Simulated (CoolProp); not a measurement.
Computed with CoolProp (reference Helmholtz-energy equation of state, Gao 2016).

Give the vapour pressure (kPa), liquid density (kg/m³), enthalpy of vaporisation (kJ/kg) of saturated sulfur dioxide at 288.4, 333.3 K.


| T (K) | p (kPa) | liquid density (kg/m³) | enthalpy of vaporisation (kJ/kg) |
|---|---|---|---|
| 288.4 | 279 | 1390 | 366 |
| 333.3 | 1110 | 1260 | 317 |
